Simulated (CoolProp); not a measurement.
Vapour-liquid equilibrium of R22 (1) + C3F8 (R218) (2) at 231.5 K; x and y are mole fractions of (1).

Values from CoolProp's multi-fluid Helmholtz-energy mixture model, Kamei 1995 and Lemmon 2006; pair parameters Bell 2016.

| x | bubble pressure (MPa) | y at the bubble point | dew pressure at overall composition x (MPa) | liquid density (mol/L) |
|---|---|---|---|---|
| 0.05 | 0.09235 | 0.161 | 0.08417 | 8.874 |
| 0.15 | 0.1097 | 0.351 | 0.09149 | 9.311 |
| 0.25 | 0.1206 | 0.455 | 0.09993 | 9.797 |
| 0.35 | 0.1267 | 0.517 | 0.1096 | 10.34 |
| 0.45 | 0.1297 | 0.556 | 0.1201 | 10.96 |
| 0.55 | 0.1309 | 0.585 | 0.1293 | 11.66 |
| 0.65 | 0.1308 | 0.610 | 0.1289 | 12.46 |
| 0.75 | 0.1294 | 0.643 | 0.1200 | 13.38 |
| 0.85 | 0.1246 | 0.702 | 0.1103 | 14.43 |
| 0.95 | 0.1111 | 0.841 | 0.1014 | 15.65 |

y crosses x between x = 0.55 and 0.65: the model has an azeotrope there.

The pair parameters rest on a limited set of measurements; away from them the model extrapolates.
